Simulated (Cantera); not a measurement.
A perfectly stirred reactor is fed with CO : H₂ : CH₄ : O₂ : N₂ : CO₂ = 1 : 0.3 : 0.67 : 2.63 : 21.3 : 0.78 (molar parts), at 6230 Torr; it is adiabatic with a 700 K inlet, and is followed from long to short residence time, starting on the burning branch (τ in s: 0.025, 0.0087, 0.003, 0.001, 0.00036, 0.00012, 4.3e-05, 1.5e-05, 5.1e-06).

Detailed kinetics in Cantera: GRI-Mech 3.0 (53 species, 325 reactions).

Q: Predict: blow-out, bracketed by the residence times tried; x(CO) at τ = 25.0 ms; x(H₂) at τ = 25.0 ms; x(CH₄) at τ = 25.0 ms; x(HCN) at τ = 25.0 ms; x(O₂) at τ = 25.0 ms; x(CO) at τ = 0.360 ms; x(H₂) at τ = 0.360 ms; x(CH₄) at τ = 0.360 ms; x(O₂) at τ = 0.360 ms.

A: 
| Property | Result |
|---|---|
| blow-out, bracketed by the residence times tried | burning at 1.00 ms, out at 0.360 ms |
| x(CO) at τ = 25.0 ms | 0.000604 |
| x(H₂) at τ = 25.0 ms | 5.15e-5 |
| x(CH₄) at τ = 25.0 ms | 1.29e-5 |
| x(HCN) at τ = 25.0 ms | 8.07e-9 |
| x(O₂) at τ = 25.0 ms | 0.0249 |
| x(CO) at τ = 0.360 ms | 0.0375 |
| x(H₂) at τ = 0.360 ms | 0.0112 |
| x(CH₄) at τ = 0.360 ms | 0.0251 |
| x(O₂) at τ = 0.360 ms | 0.0986 |
